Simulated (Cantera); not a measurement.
An adiabatic, constant-pressure homogeneous reactor starts with CH₄ : C₂H₆ : C₃H₈ : O₂ : N₂ = 1 : 0.17 : 0.2 : 1.63 : 6.14 (molar parts), equivalence ratio 2.2, at 1648 K and 2100 Torr. Integrator tolerance rtol = 1e-08.

Cantera simulation using GRI-Mech 3.0 (53 species, 325 reactions); the numbers are that mechanism's predictions, not measurements. GRI-Mech 3.0 was tuned for natural gas; its chemistry of propane as a main component is partial and can be far from experiment.

**Question.** What does this change do: constant volume in place of constant pressure?

**Answer.** 
| quantity | before | after |
|---|---|---|
| time of steepest temperature rise | 27.0 µs | 21.8 µs |
| temperature at 0.200 s | 2574 K | 2842 K |
| equilibrium temperature | 2574 K | 2842 K |
| x(CH₄) at 0.200 s | 1.80e-10 (gas-phase equilibrium 2.01e-10) | 3.19e-10 (gas-phase equilibrium 3.56e-10) |
| x(C₂H₆) at 0.200 s | <1e-12 (gas-phase equilibrium <1e-12) | <1e-12 (gas-phase equilibrium <1e-12) |
| x(C₃H₈) at 0.200 s | <1e-12 (gas-phase equilibrium <1e-12) | <1e-12 (gas-phase equilibrium <1e-12) |
| x(OH) at 0.200 s | 0.00109 (gas-phase equilibrium 0.00109) | 0.00264 (gas-phase equilibrium 0.00264) |
| x(H) at 0.200 s | 0.00889 (gas-phase equilibrium 0.00889) | 0.0164 (gas-phase equilibrium 0.0164) |

**Question.** What does this change do: 0.55 parts CO2 added?

**Answer.** 
```json
[
 {"quantity": "time of steepest temperature rise", "before": "27.0 µs", "after": "29.7 µs"},
 {"quantity": "temperature at 0.200 s", "before": "2574 K", "after": "2504 K"},
 {"quantity": "equilibrium temperature", "before": "2574 K", "after": "2504 K"},
 {"quantity": "x(CH₄) at 0.200 s", "before": "1.80e-10 (gas-phase equilibrium 2.01e-10)", "after": "1.04e-10 (gas-phase equilibrium 1.17e-10)"},
 {"quantity": "x(C₂H₆) at 0.200 s", "before": "<1e-12 (gas-phase equilibrium <1e-12)", "after": "<1e-12 (gas-phase equilibrium <1e-12)"},
 {"quantity": "x(C₃H₈) at 0.200 s", "before": "<1e-12 (gas-phase equilibrium <1e-12)", "after": "<1e-12 (gas-phase equilibrium <1e-12)"},
 {"quantity": "x(OH) at 0.200 s", "before": "0.00109 (gas-phase equilibrium 0.00109)", "after": "0.00109 (gas-phase equilibrium 0.00109)"},
 {"quantity": "x(H) at 0.200 s", "before": "0.00889 (gas-phase equilibrium 0.00889)", "after": "0.00586 (gas-phase equilibrium 0.00586)"}
]
```
